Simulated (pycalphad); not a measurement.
Source of the numbers: pycalphad with the COST 507 light-alloy database (1999); pressure 1 atm. The data set is of 1999 and partly superseded. Diffusion is slow at the low end, where real alloys seldom reach equilibrium.

Molar enthalpy of Si-76.35Cu (wt.%) in equilibrium (SER reference):

```json
[
 {"T (°C)": "1577", "H (kJ/mol)": "59.49", "phases": "liquid"},
 {"T (°C)": "1502", "H (kJ/mol)": "57.26", "phases": "liquid"},
 {"T (°C)": "1427", "H (kJ/mol)": "55.04", "phases": "liquid"},
 {"T (°C)": "1352", "H (kJ/mol)": "52.81", "phases": "liquid"},
 {"T (°C)": "1277", "H (kJ/mol)": "50.58", "phases": "liquid"},
 {"T (°C)": "1202", "H (kJ/mol)": "48.35", "phases": "liquid"},
 {"T (°C)": "1127", "H (kJ/mol)": "46.12", "phases": "liquid"},
 {"T (°C)": "1052", "H (kJ/mol)": "43.89", "phases": "liquid"},
 {"T (°C)": "977", "H (kJ/mol)": "41.70", "phases": "liquid"},
 {"T (°C)": "902", "H (kJ/mol)": "35.43", "phases": "liquid + diamond (Si)"},
 {"T (°C)": "827", "H (kJ/mol)": "30.81", "phases": "liquid + diamond (Si)"},
 {"T (°C)": "752", "H (kJ/mol)": "20.58", "phases": "CU19SI6_ETA + diamond (Si)"},
 {"T (°C)": "677", "H (kJ/mol)": "18.51", "phases": "CU19SI6_ETA + diamond (Si)"},
 {"T (°C)": "602", "H (kJ/mol)": "16.47", "phases": "CU19SI6_ETA + diamond (Si)"},
 {"T (°C)": "527", "H (kJ/mol)": "14.45", "phases": "CU19SI6_ETA + diamond (Si)"},
 {"T (°C)": "452", "H (kJ/mol)": "12.46", "phases": "CU19SI6_ETA + diamond (Si)"},
 {"T (°C)": "377", "H (kJ/mol)": "10.50", "phases": "CU19SI6_ETA + diamond (Si)"},
 {"T (°C)": "302", "H (kJ/mol)": "8.57", "phases": "CU19SI6_ETA + diamond (Si)"},
 {"T (°C)": "227", "H (kJ/mol)": "6.67", "phases": "CU19SI6_ETA + diamond (Si)"}
]
```

Cooling from 977 °C to 752 °C, across the freezing range, releases 21.1 kJ/mol, or 431 J/g. The slope is 29 J/(mol K) in the liquid and 28 J/(mol K) just below the solidus, where it includes any heat of precipitation. Liquidus 977 °C, solidus 801 °C. Changes were sought between steps of 75 K, so a narrower field can be missed.

Database names, with the compositions (at.%) that they take in these runs: CU19SI6_ETA: Cu 76 Si 24.
